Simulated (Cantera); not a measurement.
A perfectly stirred reactor is fed with 2.26 % CO, 0.859 % O₂, 6.51 % H₂O, 90.4 % N₂, at 780000 Pa; it is held at 1148 K, and followed from long to short residence time.

Cantera simulation using GRI-Mech 3.0 (53 species, 325 reactions); the numbers are that mechanism's predictions, not measurements.

One state of this run: x CO = 0.0203; x O₂ = 0.00751; x H₂O = 0.0650; x O = 5.84e-7; x H₂O₂ = 2.01e-6. x: mole fraction; the columns are a selection and need not sum to one.

Problem. Which value of τ (s) does it belong to?
A) 0.0050
B) 0.012
C) 0.072
D) 0.43

Solution. A, 0.0050
